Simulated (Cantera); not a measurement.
Ignition delay

Mixture: CH₄ : H₂ : O₂ : N₂ : CO₂ = 1 : 0.93 : 4.32 : 18.2 : 1.2 (molar parts), equivalence ratio 0.57, at 8.70 bar, adiabatic and at constant volume. Ignition delay is the time to a rise of 400 K.

Cantera simulation using GRI-Mech 3.0 (53 species, 325 reactions); the numbers are that mechanism's predictions, not measurements. Below about 1000 K GRI-Mech 3.0 lacks low-temperature oxidation paths. Below about 950 K walls govern HO2 and H2O2 in real vessels.

```tsv
T0 (K)	delay (ms)
898	263
948	66.9
998	18.8
1048	5.69
1098	1.83
1148	0.659
1198	0.287
1248	0.152
```

```json
{
 "apparent activation energy between 1148 and 1248 K": "170 kJ/mol"
}
```
